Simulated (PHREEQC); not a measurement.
1 kg of water meets 20 L of dry gas (H2 0.68, N2 0.32 by moles) at fixed total pressure, at 25 °C; fugacities by Peng-Robinson. The gases take part in no redox reaction, some water evaporates into the gas, and hydrates or a liquid gas phase aren't modelled. No solid was allowed to form.

Equilibrium calculation in PHREEQC: ion-association model, phreeqc.dat.

```json
[
 {"P (atm)": "2", "dissolved H2 (mol/kgw)": "0.00106", "φ of H2": "1.001", "p of H2 (atm)": "1.34", "dissolved N2 (mol/kgw)": "0.000420", "φ of N2": "0.999", "p of N2 (atm)": "0.630"},
 {"P (atm)": "5", "dissolved H2 (mol/kgw)": "0.00267", "φ of H2": "1.001", "p of H2 (atm)": "3.38", "dissolved N2 (mol/kgw)": "0.00105", "φ of N2": "0.999", "p of N2 (atm)": "1.59"},
 {"P (atm)": "10", "dissolved H2 (mol/kgw)": "0.00533", "φ of H2": "1.003", "p of H2 (atm)": "6.78", "dissolved N2 (mol/kgw)": "0.00210", "φ of N2": "0.997", "p of N2 (atm)": "3.19"},
 {"P (atm)": "20", "dissolved H2 (mol/kgw)": "0.0106", "φ of H2": "1.006", "p of H2 (atm)": "13.6", "dissolved N2 (mol/kgw)": "0.00414", "φ of N2": "0.994", "p of N2 (atm)": "6.39"},
 {"P (atm)": "30", "dissolved H2 (mol/kgw)": "0.0157", "φ of H2": "1.009", "p of H2 (atm)": "20.4", "dissolved N2 (mol/kgw)": "0.00613", "φ of N2": "0.992", "p of N2 (atm)": "9.59"},
 {"P (atm)": "40", "dissolved H2 (mol/kgw)": "0.0208", "φ of H2": "1.012", "p of H2 (atm)": "27.2", "dissolved N2 (mol/kgw)": "0.00806", "φ of N2": "0.990", "p of N2 (atm)": "12.8"},
 {"P (atm)": "50", "dissolved H2 (mol/kgw)": "0.0258", "φ of H2": "1.016", "p of H2 (atm)": "34.0", "dissolved N2 (mol/kgw)": "0.00994", "φ of N2": "0.988", "p of N2 (atm)": "16.0"},
 {"P (atm)": "75", "dissolved H2 (mol/kgw)": "0.0379", "φ of H2": "1.024", "p of H2 (atm)": "51.0", "dissolved N2 (mol/kgw)": "0.0144", "φ of N2": "0.985", "p of N2 (atm)": "24.0"},
 {"P (atm)": "100", "dissolved H2 (mol/kgw)": "0.0496", "φ of H2": "1.033", "p of H2 (atm)": "68.0", "dissolved N2 (mol/kgw)": "0.0187", "φ of N2": "0.984", "p of N2 (atm)": "32.0"},
 {"P (atm)": "150", "dissolved H2 (mol/kgw)": "0.0715", "φ of H2": "1.053", "p of H2 (atm)": "102", "dissolved N2 (mol/kgw)": "0.0264", "φ of N2": "0.986", "p of N2 (atm)": "48.0"},
 {"P (atm)": "200", "dissolved H2 (mol/kgw)": "0.0918", "φ of H2": "1.075", "p of H2 (atm)": "136", "dissolved N2 (mol/kgw)": "0.0334", "φ of N2": "0.994", "p of N2 (atm)": "64.0"},
 {"P (atm)": "300", "dissolved H2 (mol/kgw)": "0.128", "φ of H2": "1.123", "p of H2 (atm)": "204", "dissolved N2 (mol/kgw)": "0.0458", "φ of N2": "1.022", "p of N2 (atm)": "96.0"},
 {"P (atm)": "400", "dissolved H2 (mol/kgw)": "0.159", "φ of H2": "1.177", "p of H2 (atm)": "272", "dissolved N2 (mol/kgw)": "0.0565", "φ of N2": "1.066", "p of N2 (atm)": "128"}
]
```

Complexes and solids missing from the database can't appear.
